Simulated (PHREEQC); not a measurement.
A column of 0.1 m (30 cells, dispersivity 0.005 m, 3600 s a shift, diffusion coefficient 3e-10 m²/s) holds 0.025 eq of the database's cation exchanger X per kg of pore water, first in equilibrium with 0.072 mol LiCl, 0.001 mol NH4Cl and 1e-05 mol HCl per kg of water. It is flushed with 0.02 mol CaCl2 and 1e-05 mol HCl per kg of water, at 25 °C. Values are for the last cell. No CO2 enters from the air. No solid was allowed to form.

Base run: PHREEQC, ion-association model, phreeqc.dat. Each further column changes one thing. The table gives NH4 in solution (mol/kgw).

```tsv
pore volumes	base	exchange capacity from 0.025 to 0.013 eq/kgw	dispersivity from 0.005 to 0.01 m
0	0.00100	0.00100	0.00100
0.4167	0.000998	0.000998	0.000986
0.6833	0.000932	0.000950	0.000898
1.083	0.000780	0.00208	0.00119
1.483	0.00301	0.000567	0.00166
1.883	0.000691	0.000135	0.000655
2.15	0.000273	4.96e-5	0.000361
2.55	6.81e-5	1.07e-5	0.000149
2.95	1.69e-5	2.22e-6	6.24e-5
3.35	4.19e-6	4.56e-7	2.62e-5
3.617	1.64e-6	1.57e-7	1.47e-5
4.017	4.03e-7	3.17e-8	6.19e-6
```
